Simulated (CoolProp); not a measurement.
Vapour-liquid equilibrium of R125 (1) + isobutane (2) at 228.3 K; x and y are mole fractions of (1).

Model: multi-fluid Helmholtz-energy mixture model, Lemmon 2005 and Bücker 2006; pair parameters Bell 2016, in CoolProp.

Question: Give the bubble pressure and the first vapour's composition at x = 0.05, 0.55, 0.65. Is there an azeotrope?

Answer: x = 0.05: 0.4631 bar, y = 0.535; x = 0.55: 1.169 bar, y = 0.853; x = 0.65: 1.178 bar, y = 0.857. y crosses x between x = 0.85 and 0.95: the model has an azeotrope there.

The pair parameters rest on a limited set of measurements; away from them the model extrapolates. With so large a gap from Raoult's law the liquid may split in two, which this calculation doesn't test in full.
